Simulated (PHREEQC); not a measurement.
## Cooling-tower water (model solution)

Synthetic water in mg/L, 25 °C, pH 7.15, pe 8.1: Na 74.3; K 98; Ca 18.9; Mg 65.3; Cl 124; S(6) as SO4 56.8; Alkalinity as HCO3 450; Cu(2) 2.29; O(0) (dissolved oxygen) 0.237.

Valence states are taken as typed.

Equilibrium calculation in PHREEQC: ion-association model, wateq4f.dat.

Each row changes one thing in this solution. No solid was allowed to form.

```json
[
 {"case": "as made", "ionic strength (mol/kgw)": "0.0150", "HCO3- (mol/kgw)": "0.00712", "Mg+2 (mol/kgw)": "0.00245", "CO2 (mol/kgw)": "0.00100", "SO4-2 (mol/kgw)": "0.000463", "Ca+2 (mol/kgw)": "0.000431", "SI of Magnesite (MgCO3)": "-0.16", "SI of Brochantite (Cu4(OH)6SO4)": "+0.21"},
 {"case": "all concentrations times 2 at the same typed pH", "ionic strength (mol/kgw)": "0.0293", "HCO3- (mol/kgw)": "0.0140", "Mg+2 (mol/kgw)": "0.00468", "CO2 (mol/kgw)": "0.00190", "SO4-2 (mol/kgw)": "0.000848", "Ca+2 (mol/kgw)": "0.000820", "SI of Magnesite (MgCO3)": "___", "SI of Brochantite (Cu4(OH)6SO4)": "+0.64"},
 {"case": "temperature from 25 to 30 °C at the same typed pH", "ionic strength (mol/kgw)": "0.0149", "HCO3- (mol/kgw)": "0.00711", "Mg+2 (mol/kgw)": "0.00244", "CO2 (mol/kgw)": "___", "SO4-2 (mol/kgw)": "0.000453", "Ca+2 (mol/kgw)": "0.000428", "SI of Magnesite (MgCO3)": "-0.05", "SI of Brochantite (Cu4(OH)6SO4)": "+0.09"},
 {"case": "pH from 7.15 to 6.15 at the same alkalinity", "ionic strength (mol/kgw)": "0.0150", "HCO3- (mol/kgw)": "0.00717", "Mg+2 (mol/kgw)": "0.00245", "CO2 (mol/kgw)": "___", "SO4-2 (mol/kgw)": "0.000463", "Ca+2 (mol/kgw)": "0.000432", "SI of Magnesite (MgCO3)": "___", "SI of Brochantite (Cu4(OH)6SO4)": "___"}
]
```

**Question.** Some entries are withheld; supply them.

**Answer.** 
- all concentrations times 2 at the same typed pH, SI of Magnesite (MgCO3): +0.34
- temperature from 25 to 30 °C at the same typed pH, CO2 (mol/kgw): 0.000949
- pH from 7.15 to 6.15 at the same alkalinity, CO2 (mol/kgw): 0.0101
- pH from 7.15 to 6.15 at the same alkalinity, SI of Magnesite (MgCO3): -1.16
- pH from 7.15 to 6.15 at the same alkalinity, SI of Brochantite (Cu4(OH)6SO4): -3.28

Some of these states are supersaturated (in Malachite, Brochantite, for instance). The database's constant for dissolved Cu(OH)2 is higher than later reviews accept.
